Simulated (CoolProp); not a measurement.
Vapour-liquid equilibrium of sulfur dioxide (1) + toluene (2) at 0.0207 MPa; x and y are mole fractions of (1).

Computed with CoolProp (multi-fluid Helmholtz-energy mixture model, Gao 2016 and Lemmon 2006; pair parameters Bell 2016).

```json
[
 {"x": "0.05", "bubble temperature (K)": "302.6", "y at the bubble point": "0.779", "dew temperature at overall composition x (K)": "334.7", "liquid density (mol/L)": "9.619"},
 {"x": "0.15", "bubble temperature (K)": "273.8", "y at the bubble point": "0.961", "dew temperature at overall composition x (K)": "(withheld)", "liquid density (mol/L)": "10.62"},
 {"x": "0.25", "bubble temperature (K)": "260.0", "y at the bubble point": "0.987", "dew temperature at overall composition x (K)": "(withheld)", "liquid density (mol/L)": "11.58"},
 {"x": "0.35", "bubble temperature (K)": "251.5", "y at the bubble point": "0.994", "dew temperature at overall composition x (K)": "325.5", "liquid density (mol/L)": "12.61"},
 {"x": "0.45", "bubble temperature (K)": "245.9", "y at the bubble point": "0.997", "dew temperature at overall composition x (K)": "321.7", "liquid density (mol/L)": "13.73"},
 {"x": "0.55", "bubble temperature (K)": "242.0", "y at the bubble point": "0.998", "dew temperature at overall composition x (K)": "317.2", "liquid density (mol/L)": "(withheld)"},
 {"x": "0.65", "bubble temperature (K)": "239.1", "y at the bubble point": "0.999", "dew temperature at overall composition x (K)": "311.9", "liquid density (mol/L)": "16.47"},
 {"x": "0.75", "bubble temperature (K)": "236.9", "y at the bubble point": "0.999", "dew temperature at overall composition x (K)": "305.1", "liquid density (mol/L)": "18.17"},
 {"x": "0.85", "bubble temperature (K)": "235.0", "y at the bubble point": "1.000", "dew temperature at overall composition x (K)": "295.5", "liquid density (mol/L)": "20.18"},
 {"x": "0.95", "bubble temperature (K)": "233.3", "y at the bubble point": "1.000", "dew temperature at overall composition x (K)": "277.5", "liquid density (mol/L)": "22.62"}
]
```

### Question
Some entries are withheld; supply them.

### Answer

- 0.15, dew temperature at overall composition x (K): 331.9
- 0.25, dew temperature at overall composition x (K): 328.9
- 0.55, liquid density (mol/L): 15.01

No azeotrope shows between x = 0.05 and 0.95.

Pair parameters are fitted to limited data, so mixtures are less certain than the pure fluids. The gap from Raoult's law changes sign with composition, which may be real or a fault of the pair parameters; it wasn't checked against measurements.
